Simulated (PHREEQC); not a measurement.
1 kg of water holding 0.33 mol/kgw NaCl meets 20 L of dry gas (H2 0.27, N2 0.73 by moles) at fixed total pressure, at 50 °C; fugacities by Peng-Robinson. The gases take part in no redox reaction, some water evaporates into the gas, and hydrates or a liquid gas phase aren't modelled. Nothing may precipitate in this run.

Model: ion-association model, phreeqc.dat, run in PHREEQC.

Predict dissolved H2 (mol/kgw), dissolved N2 (mol/kgw) at P (atm) = 50, 75.


```csv
P (atm),dissolved H2 (mol/kgw),dissolved N2 (mol/kgw)
50,0.00882,0.0163
75,0.0130,0.0238
```

Away from 25 °C the constants follow the database's enthalpies or fits; those with neither stay at their 25 °C values.
